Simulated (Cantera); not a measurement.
A closed system holds: 1 mol CH3OH, 0.73 mol H2O, 0.47 mol CO2, at 2175 K and 1.40 mbar.

These are equilibrium values from Cantera (NASA tables, ideal gas, pure condensed phases), not measurements of a reactor. Candidate condensed phases: C, C6H6, C7H8, C8H18, H2O; 110 gas species. Kinetics and transport are ignored.

Base state: H2 0.352, CO 0.298, H2O 0.228, H 0.0774, CO2 0.0371, OH 0.00673, O 0.00104, O2 0.000284 (mole fractions); condensed: gas only.

Problem. What changes in the equilibrium state with this change: temperature from 2175 K to 1350 K?

Solution. 
| species | before | after |
|---|---|---|
| H2 | 0.352 | 0.435 |
| CO | 0.298 | 0.280 |
| H2O | 0.228 | 0.215 |
| H | 0.0774 | 4.20e-5 |
| CO2 | 0.0371 | 0.0704 |
| O | 0.00104 | <1e-9 |
| O2 | 0.000284 | <1e-9 |

Problem. What changes in the equilibrium state with this change: temperature from 2175 K to 2548 K?

Solution. 
```tsv
species	before	after
H	0.0774	0.362
CO	0.298	0.242
H2	0.352	0.192
H2O	0.228	0.0917
O	0.00104	0.0466
OH	0.00673	0.0378
CO2	0.0371	0.0183
O2	0.000284	0.00910
```

Problem. What changes in the equilibrium state with this change: temperature from 2175 K to 1500 K?

Solution. 
```csv
species,before,after
H2,0.352,0.424
CO,0.298,0.290
H2O,0.228,0.226
H,0.0774,0.000306
CO2,0.0371,0.0598
O,0.00104,2.92e-9
O2,0.000284,<1e-9
```
